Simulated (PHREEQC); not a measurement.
Solution (65 °C): 37 mmol/kgw KCl, 0.4 mmol/kgw NaAlO2 and 92 mmol/kgw BaCl2. Closed to the air; pH follows from the charge balance.

Equilibrium calculation in PHREEQC: ion-association model, phreeqc.dat.

Precipitation was switched off in this run.

Task: Estimate the pH, specific conductance.

Result: pH 7.25; specific conductance 42800 µS/cm.

Examples of supersaturated solids here: Gibbsite (slow to form). Others may be too. Constants without temperature data keep their 25 °C values here.
